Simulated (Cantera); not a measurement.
A perfectly stirred reactor is fed with CH₄ : C₂H₆ : C₃H₈ : O₂ : N₂ = 1 : 0.15 : 0.1 : 6.17 : 23.2 (molar parts), at 3750 Torr; it is adiabatic with a 500 K inlet, and is followed from long to short residence time, starting on the burning branch (τ in s: 0.083, 0.033, 0.013, 0.0053, 0.0021, 0.00084, 0.00034, 0.00013, 5.4e-05, 2.1e-05, 8.5e-06).

Model: GRI-Mech 3.0 (53 species, 325 reactions), integrated in Cantera.

x: mole fraction; the columns are a selection and need not sum to one.

```json
[
 {"τ (s)": "0.083", "T (K)": "1630", "x CH₄": "8.60e-6", "x C₂H₆": "3.13e-7", "x C₃H₈": "2.16e-7", "x NO₂": "___", "x H₂": "1.05e-5", "x H₂O₂": "1.01e-7"},
 {"τ (s)": "0.033", "T (K)": "1628", "x CH₄": "1.62e-5", "x C₂H₆": "6.14e-7", "x C₃H₈": "4.31e-7", "x NO₂": "___", "x H₂": "1.94e-5", "x H₂O₂": "1.53e-7"},
 {"τ (s)": "0.013", "T (K)": "1624", "x CH₄": "3.07e-5", "x C₂H₆": "1.20e-6", "x C₃H₈": "8.54e-7", "x NO₂": "5.06e-8", "x H₂": "3.68e-5", "x H₂O₂": "2.34e-7"},
 {"τ (s)": "0.0053", "T (K)": "1618", "x CH₄": "5.79e-5", "x C₂H₆": "2.30e-6", "x C₃H₈": "1.64e-6", "x NO₂": "5.00e-8", "x H₂": "6.95e-5", "x H₂O₂": "3.52e-7"},
 {"τ (s)": "0.0021", "T (K)": "1605", "x CH₄": "0.000116", "x C₂H₆": "4.65e-6", "x C₃H₈": "3.28e-6", "x NO₂": "___", "x H₂": "0.000138", "x H₂O₂": "5.37e-7"},
 {"τ (s)": "0.00084", "T (K)": "1576", "x CH₄": "0.000268", "x C₂H₆": "1.07e-5", "x C₃H₈": "7.34e-6", "x NO₂": "___", "x H₂": "0.000295", "x H₂O₂": "8.82e-7"},
 {"τ (s)": "0.00034", "T (K)": "500", "x CH₄": "0.0327", "x C₂H₆": "0.00490", "x C₃H₈": "0.00327", "x NO₂": "<1e-12", "x H₂": "<1e-12", "x H₂O₂": "<1e-12"},
 {"τ (s)": "0.00013", "T (K)": "500", "x CH₄": "0.0327", "x C₂H₆": "0.00490", "x C₃H₈": "0.00327", "x NO₂": "<1e-12", "x H₂": "<1e-12", "x H₂O₂": "<1e-12"},
 {"τ (s)": "5.4e-5", "T (K)": "500", "x CH₄": "0.0327", "x C₂H₆": "0.00490", "x C₃H₈": "0.00327", "x NO₂": "<1e-12", "x H₂": "<1e-12", "x H₂O₂": "<1e-12"},
 {"τ (s)": "2.1e-5", "T (K)": "500", "x CH₄": "0.0327", "x C₂H₆": "0.00490", "x C₃H₈": "0.00327", "x NO₂": "<1e-12", "x H₂": "<1e-12", "x H₂O₂": "<1e-12"},
 {"τ (s)": "8.5e-6", "T (K)": "500", "x CH₄": "0.0327", "x C₂H₆": "0.00490", "x C₃H₈": "0.00327", "x NO₂": "<1e-12", "x H₂": "<1e-12", "x H₂O₂": "<1e-12"}
]
```

Question: What belongs in the gaps?

Answer: 
- 0.083, x NO₂: 3.46e-8
- 0.033, x NO₂: 4.32e-8
- 0.0021, x NO₂: 3.93e-8
- 0.00084, x NO₂: 2.39e-8
